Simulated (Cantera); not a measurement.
Input: 1 mol Cr, 2.2 mol NH3, 73 mol N2, 3.3 mol H2O, at 4.13 Torr.

Method: chemical equilibrium by Gibbs-energy minimisation in Cantera with the NASA 1993 tables (ideal gas, pure condensed phases). Candidate condensed phases: Cr, CrN, Cr2N, Cr2O3, H2O; 29 gas species. Equilibrium is a limit: real reactors are often held back by kinetics, nucleation or transport.

log p: log10 of the partial pressure in bar; n: condensed amount in mol.

```json
[
 {"T (K)": "750", "log p N2": "-2.30", "log p H": "-14.24", "log p H2": "-3.49", "log p H2O": "-3.91", "log p O": "<-14", "log p Cr": "<-14", "n Cr2O3(s)": "0.500"},
 {"T (K)": "950", "log p N2": "-2.30", "log p H": "-11.00", "log p H2": "-3.49", "log p H2O": "-3.91", "log p O": "<-14", "log p Cr": "<-14", "n Cr2O3(s)": "0.500"},
 {"T (K)": "1150", "log p N2": "-2.30", "log p H": "-8.87", "log p H2": "-3.49", "log p H2O": "-3.91", "log p O": "<-14", "log p Cr": "<-14", "n Cr2O3(s)": "0.500"},
 {"T (K)": "1350", "log p N2": "-2.30", "log p H": "-7.37", "log p H2": "-3.49", "log p H2O": "-3.91", "log p O": "-13.49", "log p Cr": "-12.18", "n Cr2O3(s)": "0.500"},
 {"T (K)": "1550", "log p N2": "-2.30", "log p H": "-6.24", "log p H2": "-3.49", "log p H2O": "-3.91", "log p O": "-10.97", "log p Cr": "-9.33", "n Cr2O3(s)": "0.500"},
 {"T (K)": "1750", "log p N2": "-2.30", "log p H": "-5.38", "log p H2": "-3.49", "log p H2O": "-3.91", "log p O": "-9.03", "log p Cr": "-7.15", "n Cr2O3(s)": "0.499"},
 {"T (K)": "1950", "log p N2": "-2.30", "log p H": "[?]", "log p H2": "-3.51", "log p H2O": "-3.90", "log p O": "[?]", "log p Cr": "[?]", "n Cr2O3(s)": "0.468"},
 {"T (K)": "2150", "log p N2": "-2.30", "log p H": "[?]", "log p H2": "[?]", "log p H2O": "[?]", "log p O": "[?]", "log p Cr": "-4.46", "n Cr2O3(s)": "[?]"},
 {"T (K)": "2350", "log p N2": "-2.31", "log p H": "-3.75", "log p H2": "-3.70", "log p H2O": "-3.86", "log p O": "-4.90", "log p Cr": "-4.43", "n Cr2O3(s)": "0"},
 {"T (K)": "2550", "log p N2": "-2.33", "log p H": "-3.42", "log p H2": "-3.82", "log p H2O": "-4.21", "log p O": "-4.24", "log p Cr": "-4.37", "n Cr2O3(s)": "0"},
 {"T (K)": "2750", "log p N2": "-2.34", "log p H": "-3.22", "log p H2": "-4.10", "log p H2O": "-4.91", "log p O": "-3.91", "log p Cr": "-4.29", "n Cr2O3(s)": "0"}
]
```

Question: Fill in the missing entries.

Answer: 
- 1950, log p H: -4.69
- 1950, log p O: -7.44
- 1950, log p Cr: -5.47
- 2150, log p H: -4.19
- 2150, log p H2: -3.63
- 2150, log p H2O: -3.77
- 2150, log p O: -5.93
- 2150, n Cr2O3(s): 0.0516
